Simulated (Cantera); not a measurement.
A closed system holds: 1 mol trisilylamine, 1.2 mol N2, 16 mol H2, equilibrated at 6.20 Pa.

Cantera equilibrium calculation (NASA polynomials, part measured and part estimated; ideal gas, pure solids and liquids). Candidate condensed phases: Si, Si3N4; 18 gas species. The feed counts by its element totals alone. Mutual solubility and eutectic melting of coexisting phases are not modelled. The tables' values for SiN are old estimates; treat these amounts as uncertain. Gases not in the tables: Si2H6 and higher silanes. The numbers say what is thermodynamically allowed, not how fast it happens.

log p: log10 of the partial pressure in bar; n: condensed amount in mol.

```
T (K)  log p H2  log p N2  log p H  log p Si  log p SiH  log p Si2  n Si(s)  n Si3N4(s)  n Si(l)
-----  --------  --------  -------  --------  ---------  ---------  -------  ----------  -------
1075      -4.21     -9.43    -9.94    -14.12     -14.66       <-16    0.450       0.850        0
1125      -4.21     -8.62    -9.46    -13.15     -13.86       <-16    0.451       0.850        0
1175      -4.21     -7.89    -9.02    -12.27     -13.13       <-16    0.456       0.848        0
1225      -4.21     -7.22    -8.61    -11.46     -12.46     -15.40    0.480       0.840        0
1275      -4.21     -6.60    -8.24    -10.71     -11.84     -14.43        …       0.808        0
1325      -4.21     -6.02    -7.89    -10.03     -11.27     -13.54        …       0.691        0
1375      -4.23     -5.49    -7.58     -9.39     -10.75     -12.70        …       0.288        0
1425      -4.24     -5.32    -7.29     -8.79     -10.27     -11.93     3.00           0        0
1475      -4.24     -5.32    -7.01     -8.24      -9.81     -11.21     3.00           0        0
1525      -4.24     -5.32    -6.75     -7.72      -9.38     -10.54     2.99           0        0
1575      -4.24     -5.33    -6.50     -7.24      -8.99      -9.91     2.98           0        0
1625      -4.25     -5.33    -6.28     -6.79      -8.61      -9.32     2.94           0        0
1675      -4.25     -5.33    -6.06     -6.36      -8.26      -8.77     2.84           0        0
1725      -4.26     -5.34    -5.86     -5.99      -7.97      -8.32        …           0     2.61
```

Task: Fill in the missing entries.

Result: 
- 1275, n Si(s): 0.577
- 1325, n Si(s): 0.928
- 1375, n Si(s): 2.13
- 1725, n Si(s): 0
